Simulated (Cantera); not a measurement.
An isothermal, constant-pressure homogeneous reactor starts with NH₃ : H₂ = 1 : 6.7 (molar parts), at 1775 K and 2670 Pa.

Cantera simulation using the gas-phase N/H chemistry of the illustrative SiF4/NH3 mechanism in the Surface Chemkin manual (1991); the numbers are that mechanism's predictions, not measurements. Walls and surfaces, which speed up NH3 decomposition in real reactors, are not modelled.

x: mole fraction; the columns are a selection and need not sum to one.

```csv
t (s),x NH₃,x H₂,x N,x N₂H₂,x N₂,x NH₂,x H
1.00e-6,0.130,0.870,<1e-12,<1e-12,<1e-12,(withheld),2.55e-9
4.57e-6,0.130,0.870,<1e-12,<1e-12,<1e-12,(withheld),1.27e-8
2.09e-5,0.130,0.870,<1e-12,<1e-12,<1e-12,(withheld),6.62e-8
9.56e-5,0.130,0.870,<1e-12,<1e-12,<1e-12,(withheld),3.22e-7
0.000437,0.130,0.870,<1e-12,1.96e-12,1.55e-12,(withheld),1.49e-6
0.00200,0.130,0.870,1.89e-12,5.59e-11,3.63e-10,(withheld),6.84e-6
0.00915,0.130,0.870,1.83e-10,1.38e-9,4.69e-8,(withheld),3.13e-5
0.0418,0.130,0.870,1.63e-8,3.94e-8,6.49e-6,(withheld),0.000140
0.191,0.129,0.870,1.69e-7,2.58e-7,0.000428,0.000120,0.000308
0.875,0.123,0.874,1.71e-7,2.46e-7,0.00305,0.000117,0.000315
4.00,0.0997,0.887,1.69e-7,1.88e-7,0.0133,(withheld),0.000341
```

Question: What belongs in the gaps?

Answer: 
- 1.00e-6, x NH₂: 2.22e-9
- 4.57e-6, x NH₂: 9.17e-9
- 2.09e-5, x NH₂: 3.36e-8
- 9.56e-5, x NH₂: 1.35e-7
- 0.000437, x NH₂: 5.96e-7
- 0.00200, x NH₂: 2.70e-6
- 0.00915, x NH₂: 1.23e-5
- 0.0418, x NH₂: 5.51e-5
- 4.00, x NH₂: 0.000101
